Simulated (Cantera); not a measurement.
SiH2Cl2 + C3H8 + H2 (silicon carbide growth)

Feed: 1 mol SiH2Cl2, 0.0059 mol C3H8, 150 mol H2, held at 1298.15 K and 4.40 mbar.

Method: chemical equilibrium by Gibbs-energy minimisation in Cantera with the NASA 1993 tables (ideal gas, pure condensed phases). Candidate condensed phases: C, C6H6, C7H8, C8H18, Si, SiC; 109 gas species. Mutual solubility and eutectic melting of coexisting phases are not modelled. Equilibrium is a limit: real reactors are often held back by kinetics, nucleation or transport.

- x(H2) = 0.987
- x(HCl) = 0.0123
- x(SiCl2) = 0.000409
- x(H) = 1.61e-5
- x(SiCl3) = 3.80e-6
- n(Si(s)) = 0.919 mol
- n(SiC(s)) = 0.0177 mol
- gas amount = 152.0 mol
- log10 activity of C(graphite) (absent) = -2.53
